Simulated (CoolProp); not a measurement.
Vapour-liquid equilibrium of propane (1) + R152A (2) at 237.2 K; x and y are mole fractions of (1).

Model: multi-fluid Helmholtz-energy mixture model, Lemmon 2009 and Outcalt 1996; pair parameters Bell 2016, in CoolProp.

Q: Give the bubble pressure and the first vapour's composition at x = 0.2, 0.275, 0.425. Is there an azeotrope?

A: x = 0.2: 122.1 kPa, y = 0.587; x = 0.275: 131.9 kPa, y = 0.634; x = 0.425: 141.6 kPa, y = 0.681. y crosses x between x = 0.725 and 0.8: the model has an azeotrope there.

The pair parameters rest on a limited set of measurements; away from them the model extrapolates. With so large a gap from Raoult's law the liquid may split in two, which this calculation doesn't test in full.
